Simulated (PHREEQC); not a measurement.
Make-up at 20 °C: 0.13 mol/kgw NH4HS. Closed to the air; pH follows from the charge balance.

Equilibrium calculation in PHREEQC: ion-association model, phreeqc.dat.

Precipitation was switched off in this run.

### Question
Estimate the pH, specific conductance, ionic strength.

### Answer
pH 8.21; specific conductance 12600 µS/cm; ionic strength 0.124 mol/kgw.

### Question
In which forms is S present?

### Answer
HS- 96 %, H2S 4.4 % of the S.
